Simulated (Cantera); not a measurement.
Cantera run, input and output.

```python
import numpy as np
import cantera as ct

gas = ct.Solution("gri30.yaml")
gas.TPX = 1848, 13332, {'CH4': 1, 'H2': 1.7}
inlet = ct.Reservoir(gas, clone=True)

reactor = ct.IdealGasConstPressureReactor(gas, energy="off", clone=False)
exhaust = ct.Reservoir(gas, clone=True)
tau = [0.55, 0.18, 0.057, 0.018, 0.006, 0.0019, 0.00062][0]
for a, b in ((inlet, reactor), (reactor, exhaust)):
    ct.MassFlowController(a, b, mdot=lambda t: reactor.mass / tau)
net = ct.ReactorNet([reactor])
show = ['CH4', 'H2', 'H', 'C2H4', 'C2H', 'C2H6', 'CH2']

rows = []
print(f"{'tau/s':>10s}{'T/K':>9s}" + "".join(f"{s:>11s}" for s in show))
for tau in [0.55, 0.18, 0.057, 0.018, 0.006, 0.0019, 0.00062]:
    net.initial_time = 0.0
    net.advance(30 * tau)
    before = gas.X
    net.advance(40 * tau)
    drift = np.max(np.abs(gas.X - before) / (gas.X + 1e-9))
    rows.append([gas.T, *gas[show].X, drift])
    print(f"{tau:10.3e}{gas.T:9.1f}" + "".join(f"{x:11.3e}" for x in gas[show].X))
```

Output:

```
     tau/s      T/K        CH4         H2          H       C2H4        C2H       C2H6        CH2
 5.500e-01   1848.0  2.110e-02  8.499e-01  1.248e-03  3.001e-04  1.985e-06  3.087e-06  9.312e-07
 1.800e-01   1848.0  3.780e-02  8.391e-01  1.173e-03  4.016e-04  1.795e-06  9.222e-06  1.403e-06
 5.700e-02   1848.0  6.839e-02  8.193e-01  1.073e-03  7.256e-04  1.517e-06  2.743e-05  2.018e-06
 1.800e-02   1848.0  1.195e-01  7.862e-01  9.551e-04  1.613e-03  1.149e-06  7.470e-05  2.734e-06
 6.000e-03   1848.0  1.893e-01  7.410e-01  8.340e-04  3.346e-03  7.336e-07  1.653e-04  3.421e-06
 1.900e-03   1848.0  2.722e-01  6.875e-01  6.960e-04  5.351e-03  3.082e-07  2.839e-04  3.807e-06
 6.200e-04   1848.0  3.364e-01  6.471e-01  5.165e-04  4.313e-03  5.234e-08  2.838e-04  3.060e-06
```

Model: GRI-Mech 3.0 (53 species, 325 reactions), integrated in Cantera. GRI-Mech 3.0 stops at C3 and has no aromatics, soot or wall deposition, so with more carbon than oxygen in the feed, carbon stays in small species such as C2H2 where larger ones or solid carbon would form.
